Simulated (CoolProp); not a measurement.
Properties of dimethyl carbonate along the isotherm 93.55 °C (Tc = 283.9 °C, pc = 4909 kPa, ω = 0.346).

Model: reference Helmholtz-energy equation of state, Zhou 2011, in CoolProp.

```csv
p (kPa),phase,Joule-Thomson coefficient (K/MPa),isothermal compressibility (1/MPa),fugacity coefficient
818,liquid,-0.2400,0.001608,0.1368
1640,liquid,-0.2423,0.001587,0.06995
2450,liquid,-0.2446,0.001566,0.04799
3270,liquid,-0.2468,0.001546,0.03686
4090,liquid,-0.2489,0.001526,0.03021
4910,liquid,-0.2510,0.001507,0.02580
5730,liquid,-0.2530,0.001489,0.02266
6550,liquid,-0.2550,0.001471,0.02032
7360,liquid,-0.2569,0.001453,0.01853
8180,liquid,-0.2588,0.001436,0.01709
9000,liquid,-0.2606,0.001420,0.01592
9820,liquid,-0.2624,0.001404,0.01496
10600,liquid,-0.2641,0.001389,0.01419
11500,liquid,-0.2659,0.001372,0.01343
12300,liquid,-0.2675,0.001357,0.01286
```
